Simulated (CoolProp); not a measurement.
C2F6 (R116) at 298.15 K and 0.292 MPa is throttled through a valve to 0.0881 MPa with no heat exchange. Each further row changes one setting.

Computed with CoolProp (reference Helmholtz-energy equation of state, Lemmon 2006). It is a short technical equation, of lower accuracy than the large ones.

```
case                        temperature change (K)  final density (kg/m³)
--------------------------  ----------------------  ---------------------
as stated                                     -1.7                   4.98
outlet pressure 0.0264 MPa                    -2.2                   1.49
outlet pressure 0.115 MPa                     -1.5                   6.51
```
